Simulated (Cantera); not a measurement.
Low-pressure radical oxidation in H2/O2

An isothermal, constant-pressure homogeneous reactor starts with 2.27 % H2, 50.4 % O2, 47.4 % N2, equivalence ratio 0.022, at 1025 K and 0.0133 bar.

Computed with Cantera and the H2/O2 subset of GRI-Mech 3.0, which has no nitrogen chemistry. Radical loss at walls, strong at low pressure, is not modelled.

| t (s) | x H2 | x O2 | x HO2 | x H | x O |
|---|---|---|---|---|---|
| 8.00e-5 | 0.0227 | 0.504 | 1.73e-11 | 1.48e-11 | 2.82e-12 |
| 0.000229 | 0.0227 | 0.504 | 4.97e-11 | 3.64e-11 | 1.95e-11 |
| 0.000656 | 0.0227 | 0.504 | 1.44e-10 | 1.10e-10 | 1.34e-10 |
| 0.00188 | 0.0227 | 0.504 | 4.34e-10 | 9.62e-10 | 1.72e-9 |
| 0.00538 | 0.0227 | 0.504 | 1.08e-8 | 2.89e-7 | 5.43e-7 |
| 0.0154 | 0.00206 | 0.491 | 3.16e-6 | 0.00550 | 0.00900 |
| 0.0442 | 0.000223 | 0.493 | 2.38e-6 | 0.00158 | 0.00630 |
| 0.126 | 5.94e-5 | 0.497 | 1.54e-6 | 0.000214 | 0.00173 |
| 0.362 | 9.01e-6 | 0.498 | 6.35e-7 | 1.31e-5 | 0.000272 |
| 1.04 | 1.16e-6 | 0.498 | 1.75e-7 | 6.62e-7 | 3.72e-5 |
| 2.97 | 1.73e-7 | 0.498 | 4.01e-8 | 4.21e-8 | 5.91e-6 |
| 8.51 | 3.29e-8 | 0.498 | 9.59e-9 | 3.83e-9 | 1.19e-6 |
| 24.4 | 7.84e-9 | 0.498 | 2.60e-9 | 4.73e-10 | 2.96e-7 |
| 69.8 | 2.17e-9 | 0.498 | 8.20e-10 | 7.18e-11 | 8.43e-8 |
| 200 | 6.65e-10 | 0.498 | 3.55e-10 | 1.24e-11 | 2.62e-8 |
x: mole fraction; the columns are a selection and need not sum to one.

Equilibrium at this temperature and pressure: H2 5.12e-11, O2 0.498, HO2 4.28e-10, H <1e-12, O 2.03e-9 (gas phase only).
